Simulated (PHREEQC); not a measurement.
Synthetic water in mg/L, 20 °C, pH 6.12, pe 2.2:

| constituent | mg/L |
|---|---|
| Na | 0.106 |
| K | 0.0309 |
| Ca | 0.0172 |
| Mg | 0.00518 |
| Cl | 0.0484 |
| S(6) as SO4 | 0.19 |
| Alkalinity as HCO3 | 0.0909 |
| Mn(2) | 5.74e-05 |
| Ba | 0.00099 |
| Br | 0.00131 |
| B | 0.00232 |

Valence states are taken as typed.

Equilibrium calculation in PHREEQC: ion-association model, phreeqc.dat.

```tsv
quantity	before	after
CO2 (mol/kgw)	4.08e-6	1.69e-6
HCO3- (mol/kgw)	2.24e-6	1.85e-6
H2BO3- (mol/kgw)	1.49e-10	2.97e-10
CaSO4 (mol/kgw)	1.41e-10	1.41e-10
HSO4- (mol/kgw)	1.30e-10	6.50e-11
CO3-2 (mol/kgw)	1.26e-10	2.07e-10
SI of Gypsum (CaSO4:2H2O)	-7.50	-7.50
SI of Rhodochrosite (MnCO3)	-7.78	-7.56
```

**Question.** Name the change that produced these shifts.
A. pH from 6.12 to 6.42 at the same alkalinity
B. temperature from 20 to 55 °C at the same typed pH
C. K from 0.0309 to 0.0927 mg/L
D. Cl from 0.0484 to 0.145 mg/L

**Answer.** A, pH from 6.12 to 6.42 at the same alkalinity

No solid was allowed to form.
